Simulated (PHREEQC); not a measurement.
## Acid mine or pickling water: an equilibrium model

Synthetic water in mg/kgw, 25 °C, pH 2.92, pe 12.6: Na 1150; K 118; Ca 54.7; Mg 285; Cl 176; S(6) as SO4 2290; Al 208; O(0) (dissolved oxygen) 8.32; Sr 7.32.

Valence states are taken as typed.

Equilibrium calculation in PHREEQC: ion-association model, wateq4f.dat.

```yaml
ionic_strength: 0.0808 mol/kgw
total_alkalinity: -2.10 meq/kg
charge_balance_error: 46.6 %
```

| species | molality | activity | log γ |
|---|---|---|---|
| Na+ | 0.0489 | 0.0389 | -0.099 |
| SO4-2 | 0.0111 | 0.00445 | -0.399 |
| Mg+2 | 0.00814 | 0.00350 | -0.367 |
| AlSO4+ | 0.00539 | 0.00426 | -0.102 |
| Cl- | 0.00496 | 0.00387 | -0.108 |
| MgSO4 | 0.00358 | 0.00365 | 0.008 |
| K+ | 0.00293 | 0.00228 | -0.108 |
| Al+3 | 0.00155 | 0.000303 | -0.709 |
| H+ | 0.00144 | 0.00120 | -0.079 |
| NaSO4- | 0.00108 | 0.000867 | -0.096 |
| Ca+2 | 0.00100 | 0.000415 | -0.382 |

Precipitation was switched off in this run.
